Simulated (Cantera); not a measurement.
Charge: 1 mol BF₃, 37 mol N₂, at 0.000100 bar.

Method: chemical equilibrium by Gibbs-energy minimisation in Cantera with the NASA 1993 tables (ideal gas, pure condensed phases). Candidate condensed phases: B, BN; 13 gas species. The tables' values for BF₂ are old estimates; treat these amounts as uncertain. Equilibrium is a limit: real reactors are often held back by kinetics, nucleation or transport. All values below are at 2073 K.

Base state: N₂ 0.971, BF₃ 0.0237, F 0.00272, BF₂ 0.00242, BF 0.000148 (mole fractions); condensed: gas only.

Problem. What changes in the equilibrium state with this change: pressure from 0.000100 bar to 0.133 bar?

Solution. 
| species | before | after |
|---|---|---|
| N₂ | 0.971 | 0.974 |
| BF₃ | 0.0237 | 0.0262 |
| F | 0.00272 | 7.41e-5 |
| BF | 0.000148 | 1.24e-7 |
| BF₂ | 0.00242 | 7.38e-5 |
